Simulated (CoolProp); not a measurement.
Vapour-liquid equilibrium of R113 (1) + n-hexane (2) at 425.5 K; x and y are mole fractions of (1).

The numbers come from the multi-fluid Helmholtz-energy mixture model, Marx 1992 and Thol 2019; pair parameters Bell 2016 in CoolProp.

```csv
x,bubble pressure (MPa),y at the bubble point,dew pressure at overall composition x (MPa),liquid density (mol/L)
0.05,0.8238,0.081,0.8102,6.012
0.125,0.8738,0.188,0.8441,(withheld)
0.2,0.9206,0.283,0.8796,6.044
0.275,0.9643,0.368,0.9167,6.062
0.35,1.005,0.446,0.9550,6.082
0.425,1.044,0.518,0.9945,6.104
0.5,(withheld),0.586,(withheld),6.128
0.575,1.115,0.651,(withheld),6.155
0.65,1.147,0.714,1.114,6.185
0.725,1.177,0.775,1.153,6.218
0.8,1.206,0.836,1.189,6.255
0.875,(withheld),0.897,1.223,6.295
0.95,1.257,0.958,(withheld),6.339
```

**Question.** Fill in the missing entries.

**Answer.** 
- 0.125, liquid density (mol/L): 6.027
- 0.5, bubble pressure (MPa): 1.080
- 0.5, dew pressure at overall composition x (MPa): 1.035
- 0.575, dew pressure at overall composition x (MPa): 1.075
- 0.875, bubble pressure (MPa): 1.233
- 0.95, dew pressure at overall composition x (MPa): 1.254

No azeotrope shows between x = 0.05 and 0.95.

Pair parameters are fitted to limited data, so mixtures are less certain than the pure fluids.
